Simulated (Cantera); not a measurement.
Charge: 1 mol SiCl₄, 0.04 mol HCl, 39 mol H₂, equilibrated at 825 K and 75.0 Torr.

Method: chemical equilibrium by Gibbs-energy minimisation in Cantera with the NASA 1993 tables (ideal gas, pure condensed phases). Candidate condensed phases: Si; 19 gas species. The tables' values for SiCl₃ are old estimates; treat these amounts as uncertain. Equilibrium is a limit: real reactors are often held back by kinetics, nucleation or transport.

Base state: H₂ 0.969, SiCl₄ 0.0205, HCl 0.00558, SiHCl₃ 0.00440, SiH₂Cl₂ 7.98e-5, SiCl₃ 1.60e-5 (mole fractions); condensed: gas only.

Q: What changes in the equilibrium state with this change: HCl from 0.04 to 0.24 mol?

A: 
```json
[
 {"species": "H₂", "before": "0.969", "after": "0.966"},
 {"species": "SiCl₄", "before": "0.0205", "after": "0.0219"},
 {"species": "HCl", "before": "0.00558", "after": "0.00896"},
 {"species": "SiHCl₃", "before": "0.00440", "after": "0.00292"},
 {"species": "SiH₂Cl₂", "before": "7.98e-5", "after": "3.28e-5"},
 {"species": "SiCl₃", "before": "1.60e-5", "after": "1.06e-5"}
]
```

Q: What changes in the equilibrium state with this change: 0.13 mol O₂ added?

A: 
```json
[
 {"species": "H₂", "before": "0.969", "after": "0.963"},
 {"species": "SiCl₄", "before": "0.0205", "after": "0.0201"},
 {"species": "HCl", "before": "0.00558", "after": "0.0155"},
 {"species": "SiHCl₃", "before": "0.00440", "after": "0.00154"},
 {"species": "SiH₂Cl₂", "before": "7.98e-5", "after": "1.00e-5"},
 {"species": "SiCl₃", "before": "1.60e-5", "after": "5.62e-6"},
 {"species": "SiO₂(α-quartz), mol", "before": "0", "after": "0.130"}
]
```
Further candidate phases: H₂O, SiO₂.
